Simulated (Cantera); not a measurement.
Input: 1 mol Al, a varied amount of HCl, at 177 °C and 1000 Pa.

These are equilibrium values from Cantera (NASA tables, ideal gas, pure condensed phases), not measurements of a reactor. Candidate condensed phases: Al, AlCl3; 12 gas species. Rates play no part.

Question: At 2.2 mol HCl, list the 3 most abundant gas species with their mole fractions, and the condensed phases.

Answer: H2 0.749, Al2Cl6 0.249, AlCl3 0.00220. Condensed: Al(s).
